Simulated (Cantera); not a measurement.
# PbO + C + H₂ (carbothermic reduction)

Charge: 1 mol PbO, 0.32 mol C, 0.6 mol H₂, held at 1.00 mbar.

Cantera equilibrium calculation (NASA polynomials, part measured and part estimated; ideal gas, pure solids and liquids). Candidate condensed phases: C, C₆H₆, C₇H₈, C₈H₁₈, H₂O, Pb, PbO, PbO₂, Pb₃O₄; 113 gas species. Rates play no part.

From 1025 K to 1175 K the condensed part is Pb(l). From 1225 K to 1375 K nothing is condensed. The main Pb-bearing gas is Pb throughout.

| T (K) | x Pb | x H₂O | x CO₂ | x H₂ | x CO | x PbO | x H | n Pb(l) |
|---|---|---|---|---|---|---|---|---|
| 1025 | 0.0278 | 0.458 | 0.261 | 0.176 | 0.0774 | 2.86e-7 | 5.78e-8 | 0.974 |
| 1075 | 0.0759 | 0.443 | 0.240 | 0.160 | 0.0809 | 1.62e-6 | 1.86e-7 | 0.924 |
| 1125 | 0.189 | 0.394 | 0.205 | 0.135 | 0.0770 | 7.88e-6 | 5.15e-7 | 0.785 |
| 1175 | 0.435 | 0.278 | 0.139 | 0.0899 | 0.0574 | 3.35e-5 | 1.16e-6 | 0.290 |
| 1225 | 0.521 | 0.239 | 0.115 | 0.0733 | 0.0517 | 7.05e-5 | 2.67e-6 | 0 |
| 1275 | 0.521 | 0.242 | 0.112 | 0.0706 | 0.0545 | 0.000119 | 6.20e-6 | 0 |
| 1325 | 0.521 | 0.244 | 0.110 | 0.0682 | 0.0570 | 0.000193 | 1.35e-5 | 0 |
| 1375 | 0.521 | 0.247 | 0.107 | 0.0659 | 0.0593 | 0.000302 | 2.78e-5 | 0 |
x: gas mole fraction; n: condensed amount in mol.
